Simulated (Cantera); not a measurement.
Input: 1 mol H2O, 0.12 mol SO2, 0.043 mol O2, equilibrated at 100 Torr.

Method: chemical equilibrium by Gibbs-energy minimisation in Cantera with the NASA 1993 tables (ideal gas, pure condensed phases). Candidate condensed phases: H2O, H2SO4, S; 19 gas species. Kinetics and transport are ignored.

x: gas mole fraction; nothing condenses.

```json
[
 {"T (K)": "850", "x H2O": "0.878", "x SO2": "0.0628", "x SO3": "0.0425", "x O2": "0.0165", "x OH": "9.50e-9", "x H2": "8.60e-12"},
 {"T (K)": "950", "x H2O": "0.868", "x SO2": "0.0863", "x SO3": "0.0178", "x O2": "0.0284", "x OH": "1.21e-7", "x H2": "2.57e-10"},
 {"T (K)": "1050", "x H2O": "0.863", "x SO2": "0.0968", "x SO3": "0.00671", "x O2": "0.0337", "x OH": "8.97e-7", "x H2": "4.65e-9"},
 {"T (K)": "1150", "x H2O": "0.861", "x SO2": "0.101", "x SO3": "…", "x O2": "0.0357", "x OH": "…", "x H2": "…"},
 {"T (K)": "1250", "x H2O": "0.860", "x SO2": "0.102", "x SO3": "…", "x O2": "0.0364", "x OH": "…", "x H2": "…"},
 {"T (K)": "1350", "x H2O": "0.860", "x SO2": "0.103", "x SO3": "0.000630", "x O2": "0.0367", "x OH": "5.75e-5", "x H2": "2.51e-6"},
 {"T (K)": "1450", "x H2O": "0.860", "x SO2": "0.103", "x SO3": "0.000351", "x O2": "0.0368", "x OH": "0.000157", "x H2": "1.16e-5"},
 {"T (K)": "1550", "x H2O": "0.860", "x SO2": "0.103", "x SO3": "0.000211", "x O2": "0.0368", "x OH": "0.000374", "x H2": "4.44e-5"},
 {"T (K)": "1650", "x H2O": "0.859", "x SO2": "0.103", "x SO3": "0.000135", "x O2": "0.0368", "x OH": "0.000805", "x H2": "0.000144"},
 {"T (K)": "1750", "x H2O": "0.858", "x SO2": "0.103", "x SO3": "9.07e-5", "x O2": "0.0367", "x OH": "0.00158", "x H2": "0.000409"},
 {"T (K)": "1850", "x H2O": "0.856", "x SO2": "0.103", "x SO3": "6.38e-5", "x O2": "0.0367", "x OH": "0.00290", "x H2": "0.00104"},
 {"T (K)": "1950", "x H2O": "0.853", "x SO2": "0.103", "x SO3": "4.67e-5", "x O2": "0.0368", "x OH": "0.00498", "x H2": "0.00238"}
]
```

### Question
Fill in the missing entries.

### Answer

- 1250, x SO3: 0.00124
- 1250, x OH: 1.80e-5
- 1250, x H2: 4.26e-7
- 1150, x SO3: 0.00272
- 1150, x OH: 4.59e-6
- 1150, x H2: 5.36e-8
